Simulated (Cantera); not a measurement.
## K2CO3 + CO2 (calcination and drying)

Feed: 1 mol K2CO3, 0.04 mol CO2, held at 49.0 mbar.

Method: chemical equilibrium by Gibbs-energy minimisation in Cantera with the NASA 1993 tables (ideal gas, pure condensed phases). Candidate condensed phases: C, K, KO2, K2CO3, K2O, K2O2; 15 gas species. The numbers say what is thermodynamically allowed, not how fast it happens.

| T (K) | x CO2 | x K | x O2 | x CO | x KO | x O | n K2CO3(s) | n K2CO3(l) |
|---|---|---|---|---|---|---|---|---|
| 1050 | 1.000 | 4.12e-8 | 7.90e-7 | 1.56e-6 | 3.30e-12 | 2.69e-12 | 1.00 | 0 |
| 1075 | 1.000 | 1.20e-7 | 1.31e-6 | 2.57e-6 | 1.18e-11 | 6.79e-12 | 1.00 | 0 |
| 1100 | 1.000 | 3.30e-7 | 2.14e-6 | 4.12e-6 | 3.97e-11 | 1.65e-11 | 1.00 | 0 |
| 1125 | 1.000 | 8.65e-7 | 3.44e-6 | 6.45e-6 | 1.26e-10 | 3.87e-11 | 1.00 | 0 |
| 1150 | 1.000 | 2.16e-6 | 5.47e-6 | 9.86e-6 | 3.83e-10 | 8.78e-11 | 1.00 | 0 |
| 1175 | 1.000 | 5.17e-6 | 8.64e-6 | 1.47e-5 | 1.11e-9 | 1.94e-10 | 0 | 1.00 |
| 1200 | 1.000 | 1.15e-5 | 1.36e-5 | 2.14e-5 | 2.98e-9 | 4.17e-10 | 0 | 1.00 |
| 1225 | 1.000 | 2.47e-5 | 2.13e-5 | 3.04e-5 | 7.71e-9 | 8.78e-10 | 0 | 1.00 |
| 1250 | 1.000 | 5.08e-5 | 3.37e-5 | 4.20e-5 | 1.93e-8 | 1.82e-9 | 0 | 1.000 |
| 1275 | 1.000 | 0.000101 | 5.35e-5 | 5.67e-5 | 4.67e-8 | 3.69e-9 | 0 | 1.000 |
| 1300 | 1.000 | 0.000194 | 8.57e-5 | 7.46e-5 | 1.10e-7 | 7.40e-9 | 0 | 1.000 |
| 1325 | 0.999 | 0.000360 | 0.000138 | 9.61e-5 | 2.51e-7 | 1.46e-8 | 0 | 1.000 |
| 1350 | 0.999 | 0.000648 | 0.000223 | 0.000121 | 5.57e-7 | 2.84e-8 | 0 | 1.000 |
x: gas mole fraction; n: condensed amount in mol.

From 1050 K to 1150 K the condensed part is K2CO3(s). From 1175 K to 1350 K the condensed part is K2CO3(l). The main K-bearing gas is K throughout.
